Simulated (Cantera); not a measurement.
Feed: 1 mol SiC, 0.35 mol C, 0.57 mol N2, 0.059 mol Si, equilibrated at 2000 °C.

Cantera equilibrium calculation (NASA polynomials, part measured and part estimated; ideal gas, pure solids and liquids). Candidate condensed phases: C, Si, SiC, Si3N4; 20 gas species. The tables' values for SiN are old estimates; treat these amounts as uncertain. Kinetics and transport are ignored.

At 16.0 Pa, list the 6 most abundant gas species with their mole fractions, and the condensed phases.

Si 0.534, N2 0.362, SiC2 0.0671, Si2C 0.0349, Si2 0.00114, CN 0.000615. Condensed: C(graphite).
